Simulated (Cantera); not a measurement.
A closed system holds: 1 mol CaF2, 5.2 mol H2, 61 mol N2, equilibrated at 2198 K and 0.00133 bar.

Equilibrium computed with Cantera from the NASA thermochemical tables; the gas is ideal and each condensed phase is pure. Candidate condensed phases: Ca, CaF2; 25 gas species. Rates play no part.

Base state: N2 0.885, H2 0.0505, H 0.0343, HF 0.0156, Ca 0.00563, CaF2 0.00453, CaF 0.00435 (mole fractions); condensed: gas only.

Q: What changes in the equilibrium state with this change: H2 from 5.2 to 13 mol?

A: 
| species | before | after |
|---|---|---|
| N2 | 0.885 | 0.784 |
| H2 | 0.0505 | 0.131 |
| H | 0.0343 | 0.0552 |
| HF | 0.0156 | 0.0171 |
| Ca | 0.00563 | 0.00677 |
| CaF2 | 0.00453 | 0.00252 |
| CaF | 0.00435 | 0.00356 |

Q: What changes in the equilibrium state with this change: temperature from 2198 K to 1800 K?

A: 
```csv
species,before,after
N2,0.885,0.904
H2,0.0505,0.0732
CaF2,0.00453,0.0111
H,0.0343,0.00265
HF,0.0156,0.00507
Ca,0.00563,0.00135
CaF,0.00435,0.00237
```
